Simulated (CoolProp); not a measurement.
The fluoroketone C6F12O (FK-5-1-12) at several states: Z from the reference equation and from simpler models built on Tc = 441.8 K, pc = 1.869 MPa, ω = 0.471; each cubic takes its own stable root.

Computed with CoolProp (reference Helmholtz-energy equation of state, McLinden 2015).

```tsv
T (K)	p (MPa)	phase	reference
180.5	0.865	liquid	0.09444
282	0.935	liquid	0.07622
306.7	0.0319	gas	0.9765
206.1	1.83	liquid	0.1813
```

### Question
How far does each simpler model (van der Waals, Redlich-Kwong) lie from the reference over these 4 states: mean and median of the absolute difference, and the worst?

### Answer
- van der Waals: mean 54.0 %, median 70.5 %, worst +73.8 % at 180.5 K and 0.865 MPa
- Redlich-Kwong: mean 12.5 %, median 16.1 %, worst +16.9 % at 180.5 K and 0.865 MPa
